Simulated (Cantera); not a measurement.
## Ignition delay

Mixture: 6.98 % CH4, 5.79 % CO, 15.4 % O2, 71.9 % N2, at 4.93 atm, adiabatic and at constant pressure. Ignition delay is the time to a rise of 400 K.

Cantera simulation using GRI-Mech 3.0 (53 species, 325 reactions); the numbers are that mechanism's predictions, not measurements.

```
T0 (K)  delay (ms)
------  ----------
1300          5.09
1350          2.67
1400          1.45
1450         0.808
1500         0.465
1550         0.277
1600         0.170
1650         0.108
```

```yaml
apparent activation energy between 1550 and 1650 K: 200 kJ/mol
```
